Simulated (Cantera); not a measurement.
Chlorosilane synthesis and conversion: Si + HCl + H2

Input: 1 mol Si, 0.69 mol HCl, 8.8 mol H2, at 143 Torr.

Method: chemical equilibrium by Gibbs-energy minimisation in Cantera with the NASA 1993 tables (ideal gas, pure condensed phases). Candidate condensed phases: Si; 19 gas species. The tables' values for SiCl3 are old estimates; treat these amounts as uncertain. The numbers say what is thermodynamically allowed, not how fast it happens.

| T (K) | log p H2 | log p HCl | log p SiCl4 | log p SiCl2 | log p SiHCl3 | n Si(s) |
|---|---|---|---|---|---|---|
| 798 | -0.73 | -3.63 | -2.65 | -6.53 | -2.80 | 0.809 |
| 873 | -0.73 | -3.24 | -2.66 | -5.64 | -2.82 | 0.814 |
| 948 | -0.73 | -2.91 | -2.68 | -4.90 | -2.85 | 0.823 |
| 1023 | -0.73 | -2.63 | -2.73 | -4.28 | -2.90 | 0.836 |
| 1098 | -0.74 | -2.41 | -2.82 | -3.78 | -2.98 | 0.854 |
| 1173 | -0.74 | -2.24 | -2.97 | -3.38 | -3.11 | 0.874 |
| 1248 | -0.74 | -2.12 | -3.23 | -3.09 | -3.31 | 0.891 |
| 1323 | -0.75 | -2.05 | -3.61 | -2.92 | -3.60 | 0.901 |
| 1398 | -0.75 | -2.02 | -4.07 | -2.82 | -3.96 | 0.905 |
| 1473 | -0.75 | -2.01 | -4.56 | -2.77 | -4.33 | 0.905 |
| 1548 | -0.75 | -2.01 | -5.03 | -2.74 | -4.68 | 0.904 |
| 1623 | -0.75 | -2.01 | -5.46 | -2.72 | -5.01 | 0.902 |
log p: log10 of the partial pressure in bar; n: condensed amount in mol.

From 798 K to 1623 K the condensed part is Si(s). The main Si-bearing gas is SiCl4 at 798 K and SiCl2 at 1623 K.
